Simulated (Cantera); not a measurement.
Thermodynamics of carbothermic reduction, feed CuO + C + CO

Feed: 1 mol CuO, 3.9 mol C, 0.046 mol CO, equilibrated at 2000 K and 0.120 bar.

These are equilibrium values from Cantera (NASA tables, ideal gas, pure condensed phases), not measurements of a reactor. Candidate condensed phases: C, Cu, CuO, Cu2O; 15 gas species. The numbers say what is thermodynamically allowed, not how fast it happens.

The x(CO) is 0.964. The x(Cu) comes out as 0.0359, the x(Cu2) is 0.000148 and the x(CO2) comes out as 2.85e-6. The n(C(graphite)) is 2.90 mol, the n(Cu(l)) comes out as 0.961 mol and the gas amount is 1.085 mol.
